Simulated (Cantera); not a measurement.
Mixture: CH4 : CO : O2 : N2 = 1 : 0.15 : 2.96 : 11.1 (molar parts), equivalence ratio 0.70, at 750 Torr, adiabatic and at constant volume. Ignition delay is the time to a rise of 400 K.

Cantera simulation using GRI-Mech 3.0 (53 species, 325 reactions); the numbers are that mechanism's predictions, not measurements.

**Question.** Predict: delay at 1275 K; delay at 1350 K; delay at 1425 K; delay at 1500 K; delay at 1575 K; delay at 1650 K; apparent activation energy between 1500 and 1650 K.

**Answer.** 
```json
{
 "delay at 1275 K": "13.4 ms",
 "delay at 1350 K": "5.10 ms",
 "delay at 1425 K": "2.13 ms",
 "delay at 1500 K": "0.985 ms",
 "delay at 1575 K": "0.502 ms",
 "delay at 1650 K": "0.278 ms",
 "apparent activation energy between 1500 and 1650 K": "170 kJ/mol"
}
```
